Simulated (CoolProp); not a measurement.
Properties of CH3F (R41) along the isobar 299 kPa.

Model: reference Helmholtz-energy equation of state, Lemmon 2006, in CoolProp. It is a short technical equation, of lower accuracy than the large ones.

```csv
T (°C),phase,density (kg/m³),cv (kJ/(kg K))
-66.35,liquid,855.7,1.253
-47.85,gas,5.844,0.9232
-29.35,gas,5.291,?
-10.85,gas,?,?
7.65,gas,4.496,0.8635
26.15,gas,4.192,?
44.65,gas,3.930,0.9055
63.15,gas,3.701,0.9352
81.65,gas,3.498,0.9684
```

What belongs in the gaps?


- -29.35, cv (kJ/(kg K)): 0.8714
- -10.85, density (kg/m³): 4.855
- -10.85, cv (kJ/(kg K)): 0.8577
- 26.15, cv (kJ/(kg K)): 0.8808
